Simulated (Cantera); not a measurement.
**NO annealing gas**

An isothermal, constant-pressure homogeneous reactor starts with NO : N₂ = 1 : 2.4 (molar parts), at 2150 K and 6000 Pa.

Model: GRI-Mech 3.0 (53 species, 325 reactions), integrated in Cantera.

```tsv
t (s)	x NO	x N₂O	x O₂	x NO₂	x N₂
0.000800	0.294	1.15e-5	3.03e-7	2.25e-7	0.706
0.00163	0.294	2.02e-5	1.36e-6	6.57e-7	0.706
0.00332	0.294	3.14e-5	6.39e-6	1.72e-6	0.706
0.00676	0.294	4.01e-5	3.11e-5	4.04e-6	0.706
0.0138	0.293	4.15e-5	0.000147	7.97e-6	0.706
0.0280	0.292	3.92e-5	0.000614	1.24e-5	0.707
0.0571	0.289	3.70e-5	0.00202	1.57e-5	0.708
0.116	0.282	3.44e-5	0.00535	1.89e-5	0.711
0.237	0.267	2.96e-5	0.0128	2.39e-5	0.719
0.482	0.233	2.11e-5	0.0297	2.97e-5	0.736
0.982	0.165	9.72e-6	0.0634	3.02e-5	0.770
2.00	0.0740	1.89e-6	0.109	1.77e-5	0.815
```
x: mole fraction; the columns are a selection and need not sum to one.

Equilibrium at this temperature and pressure: NO 0.00957, N₂O 1.35e-7, O₂ 0.141, NO₂ 2.62e-6, N₂ 0.847 (gas phase only).
